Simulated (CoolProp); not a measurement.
Saturated liquid density (kg/m³) of n-butane: the reference equation beside estimates from Tc = 425.1 K, pc = 3.796 MPa, ω = 0.201.

Computed with CoolProp (reference Helmholtz-energy equation of state, Bücker 2006).

```tsv
T (K)	reference	Soave-Redlich-Kwong	Peng-Robinson
197.2	676.7	627.6	705.4
205.2	669.0	621.6	699.1
213.2	661.4	615.4	692.6
221.2	653.6	609.0	685.7
229.2	645.8	602.3	678.6
237.2	637.9	595.3	671.2
245.2	629.8	588.1	663.4
253.3	621.6	580.5	655.2
261.3	613.3	572.6	646.7
269.3	604.9	564.4	637.8
277.3	596.2	555.8	628.5
285.3	587.4	546.8	618.7
293.3	578.4	537.4	608.4
301.3	569.2	527.5	597.6
309.3	559.6	517.2	586.1
```

Absolute difference from the reference over all 15 rows, mean and median: Soave-Redlich-Kwong 6.9 and 6.8 %, Peng-Robinson 5.1 and 5.2 %.
